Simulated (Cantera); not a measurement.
Input (Python, Cantera) and output of one run.

```python
import numpy as np
import cantera as ct

gas_names = """
    CL CL2 H HCL H2 Si SiCL SiCL2 SiCL3 SiCL4 SiH SiHCL3 SiH2 SiH2CL2 SiH3 SiH3CL SiH4 Si2 Si3
""".split()
cond_names = """
    Si(cr) Si(L)
""".split()


# ... load() reads the species with a 1 bar reference pressure and builds the phases ...
atoms = {
    'Si': {'Si': 1},
    'Cl2': {'CL': 2},
    'H2': {'H': 2},
}
top_T = {}  # K; cautious upper limits of use, not melting points


# ... equilibrate(T, P, feed) seeds the gas with the atoms and calls Mixture.equilibrate('TP', solver="vcs", rtol=1e-11, max_steps=5000) ...
results = []
T = 1098.15  # K
P = 13332.2  # Pa
for m in [1.1, 1.3, 1.7, 2.1, 2.7, 3.4, 4.3, 5.4, 6.8, 8.6, 11, 14]:
    feed = {'Si': 1, 'Cl2': 0.65, 'H2': m}  # mol
    mix = equilibrate(T, P, feed)
    results.append((T, P, feed, dict(zip(mix.species_names, mix.species_moles))))

top = {s: max(r[3][s] / sum(r[3][g] for g in gas_names) for r in results) for s in gas_names}
cols = sorted((s for s in top if top[s] > 0.001), key=lambda s: -top[s])[:6]
seen = [c for c in cond_names if any(r[3].get(c, 0) > 1e-12 for r in results)]
print("log10 of partial pressures in bar; condensed amounts in mol")
print(f"{'n(H2)':>10s}" + "".join(f"{s[:9]:>10s}" for s in cols + seen))
for T, P, feed, n in results:
    ng = sum(n[g] for g in gas_names)
    print(f"{feed['H2']:10.4g}" + "".join(f"{np.log10(max(n[s] / ng * P / 1e5, 1e-99)):10.3f}" for s in cols)
          + "".join(f"{n.get(c, 0):10.4g}" for c in seen))
```

It prints:

```
log10 of partial pressures in bar; condensed amounts in mol
     n(H2)        H2     SiCL4    SiHCL3       HCL     SiCL3     SiCL2    Si(cr)
       1.1    -1.015    -1.633    -2.229    -2.254    -2.983    -3.187    0.6669
       1.3    -0.997    -1.697    -2.269    -2.262    -3.032    -3.219    0.6677
       1.7    -0.973    -1.806    -2.339    -2.277    -3.114    -3.273    0.6694
       2.1    -0.958    -1.896    -2.399    -2.292    -3.181    -3.318    0.6713
       2.7    -0.942    -2.007    -2.475    -2.312    -3.264    -3.374    0.6742
       3.4    -0.931    -2.114    -2.548    -2.333    -3.344    -3.427    0.6776
       4.3    -0.922    -2.226    -2.628    -2.356    -3.428    -3.483    0.6819
       5.4    -0.914    -2.338    -2.708    -2.380    -3.512    -3.539    0.6871
       6.8    -0.908    -2.456    -2.793    -2.407    -3.601    -3.598    0.6935
       8.6    -0.902    -2.580    -2.884    -2.435    -3.694    -3.660    0.7014
        11    -0.898    -2.715    -2.983    -2.467    -3.796    -3.728    0.7114
        14    -0.894    -2.854    -3.085    -2.500    -3.900    -3.797    0.7231
```

These are equilibrium values from Cantera (NASA tables, ideal gas, pure condensed phases), not measurements of a reactor. The tables' values for SiCl3 are old estimates; treat these amounts as uncertain.
